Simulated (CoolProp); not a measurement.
Computed with CoolProp (reference Helmholtz-energy equation of state, Lemmon 2006). It is a short technical equation, of lower accuracy than the large ones.

Give the vapour pressure (MPa), liquid density (kg/m³), vapour density (kg/m³), liquid cp (kJ/(kg K)) of saturated carbon monoxide at 91.4, 99.9 K.


```json
[
 {"T (K)": "91.4", "p (MPa)": "0.271", "liquid density (kg/m³)": "749", "vapour density (kg/m³)": "10.9", "liquid cp (kJ/(kg K))": "2.20"},
 {"T (K)": "99.9", "p (MPa)": "0.540", "liquid density (kg/m³)": "706", "vapour density (kg/m³)": "21.1", "liquid cp (kJ/(kg K))": "2.30"}
]
```
